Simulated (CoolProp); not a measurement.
Vapour-liquid equilibrium of carbon dioxide (1) + hydrogen sulfide (2) at -29.15 °C; x and y are mole fractions of (1).

Model: multi-fluid Helmholtz-energy mixture model, Span 1996 and Lemmon 2006; pair parameters Kunz 2012, in CoolProp.

Give the bubble pressure and the first vapour's composition at x = 0.2, 0.35, 0.8. Is there an azeotrope?

x = 0.2: 8.497 bar, y = 0.592; x = 0.35: 10.50 bar, y = 0.701; x = 0.8: 13.73 bar, y = 0.877. No azeotrope shows between x = 0.05 and 0.95.

Pair parameters are fitted to limited data, so mixtures are less certain than the pure fluids.
